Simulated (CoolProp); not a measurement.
Vapour-liquid equilibrium of sulfur hexafluoride (1) + R113 (2) at 287.1 K; x and y are mole fractions of (1).

Values from CoolProp's multi-fluid Helmholtz-energy mixture model, Guder 2009 and Marx 1992; pair parameters Bell 2016.

**Question.** Give the bubble pressure and the first vapour's composition at x = 0.35, 0.65, 0.8. Is there an azeotrope?

**Answer.** x = 0.35: 0.4312 MPa, y = 0.934; x = 0.65: 0.8352 MPa, y = 0.979; x = 0.8: 1.219 MPa, y = 0.992. No azeotrope shows between x = 0.05 and 0.95.

Pair parameters are fitted to limited data, so mixtures are less certain than the pure fluids. The gap from Raoult's law changes sign with composition, which may be real or a fault of the pair parameters; it wasn't checked against measurements. With so large a gap from Raoult's law the liquid may split in two, which this calculation doesn't test in full.
